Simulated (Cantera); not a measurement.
Cantera run, input and output.

```python
import numpy as np
import cantera as ct

surf = ct.Interface("diamond.yaml", "diamond_100")
gas, bulk = surf.adjacent["gas"], surf.adjacent["diamond"]
k = surf.kinetics_species_index(bulk.species_names[0])
cover = ["c6HH", "c6H*", "c6*H", "c6**", "c6HM", "c6B"]

rows, drift = [], 0.0
print(f"{'xH':>10s}{'um/h':>11s}" + "".join(f"{s:>11s}" for s in cover))
for v in [0.0001, 0.00021, 0.00044, 0.00093, 0.0019, 0.0041, 0.0086, 0.018, 0.038]:
    T, P, xH, xCH3 = 1098, 25000, v, 0.00042
    gas.TPX = T, P, {"H": xH, "CH3": xCH3, "CH4": 0.0036, "H2": 1 - xH - xCH3 - 0.0036}
    surf.TP = bulk.TP = T, P
    surf.coverages = "c6H*:0.1, c6HH:0.9"
    surf.advance_coverages(100.0)
    before = surf.coverages
    surf.advance_coverages(100.0)
    drift = max(drift, np.max(np.abs(surf.coverages - before) / (surf.coverages + 1e-9)))
    rate = surf.net_production_rates[k] * bulk.mean_molecular_weight / bulk.density * 3.6e9
    rows.append([rate, *surf[cover].coverages])
    print(f"{v:10.4g}{rate:11.4e}" + "".join(f"{x:11.3e}" for x in rows[-1][1:]))
```

Output:

```
        xH       um/h       c6HH       c6H*       c6*H       c6**       c6HM        c6B
    0.0001 8.5066e+00  4.633e-01  1.734e-02  2.761e-01  3.105e-03  1.568e-01  2.308e-08
   0.00021 1.7271e+01  4.355e-01  1.927e-02  3.067e-01  5.584e-03  1.523e-01  4.687e-08
   0.00044 3.0525e+01  4.358e-01  2.119e-02  3.371e-01  8.706e-03  1.293e-01  8.283e-08
   0.00093 4.6475e+01  4.531e-01  2.323e-02  3.693e-01  1.195e-02  9.355e-02  1.261e-07
    0.0019 6.0325e+01  4.734e-01  2.499e-02  3.964e-01  1.451e-02  5.961e-02  1.637e-07
    0.0041 7.0979e+01  4.907e-01  2.641e-02  4.170e-01  1.640e-02  3.256e-02  1.926e-07
    0.0086 7.7130e+01  5.010e-01  2.739e-02  4.285e-01  1.748e-02  1.688e-02  2.093e-07
     0.018 8.0608e+01  5.065e-01  2.830e-02  4.343e-01  1.812e-02  8.428e-03  2.187e-07
     0.038 8.2815e+01  5.093e-01  2.957e-02  4.363e-01  1.861e-02  4.099e-03  2.247e-07
```

Computed with Cantera and the Harris–Goodwin 1993 mechanism for the reconstructed diamond (100) surface.
